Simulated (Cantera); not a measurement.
What does this Cantera script print?

```python
import numpy as np
import cantera as ct

gas_names = [...]  # 151 gases of nasa_gas.yaml made of C, H, N, O, Si
cond_names = """
    C(gr) C6H6(L) C7H8(L) C8H18(L),n-octa H2O(s) H2O(L) Si(cr) Si(L) SiC(b) SiO2(Lqz) SiO2(hqz) SiO2(L)
    Si2N2O(s) Si3N4(a)
""".split()


# ... load() reads the species with a 1 bar reference pressure and builds the phases ...
atoms = {
    'SiC': {'Si': 1, 'C': 1},
    'H2O': {'H': 2, 'O': 1},
    'N2': {'N': 2},
}
top_T = {'C(gr)': 4500, 'SiC(b)': 3050, 'Si2N2O(s)': 2100, 'Si3N4(a)': 2400}  # K; cautious upper limits of use, not melting points


# ... equilibrate(T, P, feed) seeds the gas with the atoms and calls Mixture.equilibrate('TP', solver="vcs", rtol=1e-11, max_steps=5000) ...
results = []
T = 1623  # K
P = 101325  # Pa
for m in [1.4, 3.5, 5.5, 7.6, 9.7, 12, 14, 16, 18, 20, 22, 24]:
    feed = {'SiC': 1, 'H2O': 0.59, 'N2': m}  # mol
    mix = equilibrate(T, P, feed)
    results.append((T, P, feed, dict(zip(mix.species_names, mix.species_moles))))
    x = sorted(zip(gas.X, gas.species_names), reverse=True)
    print(f"T = {T:g} K  P = {P:g} Pa  n(N2) = {m:g} mol  gas = {mix.phase_moles(0):.4g} mol")
    print("   x: " + "  ".join(f"{s} {v:.3e}" for v, s in x if v > 1e-06))
    print("   condensed (mol): " + ("  ".join(f"{mix.phase(i).name} {mix.phase_moles(i):.4g}"
          for i in range(1, mix.n_phases) if mix.phase_moles(i) > 1e-12) or "none"))
```

Output:

```
T = 1623 K  P = 101325 Pa  n(N2) = 1.4 mol  gas = 1.58 mol
   x: N2 5.692e-01  H2 3.725e-01  CO 5.695e-02  HCN 1.084e-03  CH4 2.084e-04  H 4.190e-05  HNC 2.646e-05  H2O 1.628e-05  C2H2,acetylene 1.298e-05  SiO 1.277e-05  NH3 7.640e-06
   condensed (mol): C(gr) 0.9079  Si2N2O(s) 0.5
T = 1623 K  P = 101325 Pa  n(N2) = 3.5 mol  gas = 3.68 mol
   x: N2 8.148e-01  H2 1.598e-01  CO 2.445e-02  HCN 8.498e-04  CH4 3.836e-05  H 2.745e-05  HNC 2.074e-05  SiO 6.992e-06  C2H2,acetylene 5.568e-06  H2O 2.998e-06  NH3 2.569e-06
   condensed (mol): C(gr) 0.9066  Si2N2O(s) 0.5
T = 1623 K  P = 101325 Pa  n(N2) = 5.5 mol  gas = 5.68 mol
   x: N2 8.799e-01  H2 1.035e-01  CO 1.584e-02  HCN 7.106e-04  H 2.209e-05  HNC 1.734e-05  CH4 1.608e-05  SiO 5.416e-06  C2H2,acetylene 3.605e-06  NH3 1.391e-06  H2O 1.258e-06
   condensed (mol): C(gr) 0.9058  Si2N2O(s) 0.5
T = 1623 K  P = 101325 Pa  n(N2) = 7.6 mol  gas = 7.78 mol
   x: N2 9.123e-01  H2 7.549e-02  CO 1.157e-02  HCN 6.180e-04  H 1.887e-05  HNC 1.508e-05  CH4 8.561e-06  SiO 4.544e-06  C2H2,acetylene 2.631e-06
   condensed (mol): C(gr) 0.905  Si2N2O(s) 0.5
T = 1623 K  P = 101325 Pa  n(N2) = 9.7 mol  gas = 9.88 mol
   x: N2 9.309e-01  H2 5.941e-02  CO 9.107e-03  HCN 5.538e-04  H 1.674e-05  HNC 1.352e-05  CH4 5.303e-06  SiO 3.992e-06  C2H2,acetylene 2.070e-06
   condensed (mol): C(gr) 0.9043  Si2N2O(s) 0.5
T = 1623 K  P = 101325 Pa  n(N2) = 12 mol  gas = 12.18 mol
   x: N2 9.439e-01  H2 4.817e-02  CO 7.387e-03  HCN 5.022e-04  H 1.507e-05  HNC 1.225e-05  SiO 3.571e-06  CH4 3.485e-06  C2H2,acetylene 1.678e-06
   condensed (mol): C(gr) 0.9037  Si2N2O(s) 0.5
T = 1623 K  P = 101325 Pa  n(N2) = 14 mol  gas = 14.18 mol
   x: N2 9.518e-01  H2 4.135e-02  CO 6.345e-03  HCN 4.672e-04  H 1.396e-05  HNC 1.140e-05  SiO 3.295e-06  CH4 2.569e-06  C2H2,acetylene 1.441e-06
   condensed (mol): C(gr) 0.9032  Si2N2O(s) 0.5
T = 1623 K  P = 101325 Pa  n(N2) = 16 mol  gas = 16.18 mol
   x: N2 9.577e-01  H2 3.623e-02  CO 5.561e-03  HCN 4.387e-04  H 1.307e-05  HNC 1.071e-05  SiO 3.075e-06  CH4 1.972e-06  C2H2,acetylene 1.262e-06
   condensed (mol): C(gr) 0.9027  Si2N2O(s) 0.5
T = 1623 K  P = 101325 Pa  n(N2) = 18 mol  gas = 18.18 mol
   x: N2 9.624e-01  H2 3.223e-02  CO 4.949e-03  HCN 4.148e-04  H 1.233e-05  HNC 1.012e-05  SiO 2.894e-06  CH4 1.561e-06  C2H2,acetylene 1.123e-06
   condensed (mol): C(gr) 0.9022  Si2N2O(s) 0.5
T = 1623 K  P = 101325 Pa  n(N2) = 20 mol  gas = 20.18 mol
   x: N2 9.661e-01  H2 2.902e-02  CO 4.458e-03  HCN 3.944e-04  H 1.170e-05  HNC 9.624e-06  SiO 2.742e-06  CH4 1.266e-06  C2H2,acetylene 1.011e-06
   condensed (mol): C(gr) 0.9018  Si2N2O(s) 0.5
T = 1623 K  P = 101325 Pa  n(N2) = 22 mol  gas = 22.18 mol
   x: N2 9.691e-01  H2 2.640e-02  CO 4.056e-03  HCN 3.767e-04  H 1.116e-05  HNC 9.193e-06  SiO 2.611e-06  CH4 1.047e-06
   condensed (mol): C(gr) 0.9014  Si2N2O(s) 0.5
T = 1623 K  P = 101325 Pa  n(N2) = 24 mol  gas = 24.18 mol
   x: N2 9.717e-01  H2 2.421e-02  CO 3.721e-03  HCN 3.612e-04  H 1.068e-05  HNC 8.815e-06  SiO 2.498e-06
   condensed (mol): C(gr) 0.901  Si2N2O(s) 0.5
```

Equilibrium computed with Cantera from the NASA thermochemical tables; the gas is ideal and each condensed phase is pure.
